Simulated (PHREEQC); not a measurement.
# Brine

A solution holds 1.5 mol NaBr, 0.0071 mol K2SO4 and 0.3 mol LiCl per kg of water, at 29 °C. Closed to the air; pH follows from the charge balance.

The numbers come from PHREEQC with the Pitzer model, pitzer.dat.

Each row changes one thing in this solution. Precipitation was switched off in this run.

| case | pH | SI of Mirabilite (Na2SO4:10H2O) | SI of Thenardite (Na2SO4) |
|---|---|---|---|
| as made | 6.70 | -2.63 | -3.09 |
| NaBr replaced by Na2SO4 at the same molality | 7.31 | -0.33 | -0.80 |
| 1.1 mol/kgw LiOH added | 13.46 | -2.83 | -3.10 |
| LiCl left out | 6.75 | -2.56 | -3.08 |
| LiCl from 0.3 to 3 mol/kgw | 6.21 | -3.19 | -2.93 |
